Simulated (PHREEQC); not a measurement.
A solution holds 0.021 mol Cu(BF4)2, 0.0061 mol HCl and 5.5e-05 mol Na2SO4 per kg of water, at 46 °C. Closed to the air; pH follows from the charge balance.

Model: ion-association model, phreeqc.dat, run in PHREEQC.

This is a speciation only: nothing precipitates in the calculation.

**Question.** Predict the pH, ionic strength.

**Answer.** pH 2.33; ionic strength 0.0674 mol/kgw.

**Question.** In which forms is Cl present?

**Answer.** Cl- 94 %, CuCl+ 5.8 % of the Cl.

At this temperature some constants are extrapolated from 25 °C, and those without enthalpy data are left unchanged. Real BF4- forms and hydrolyses slowly; the run takes it at equilibrium.
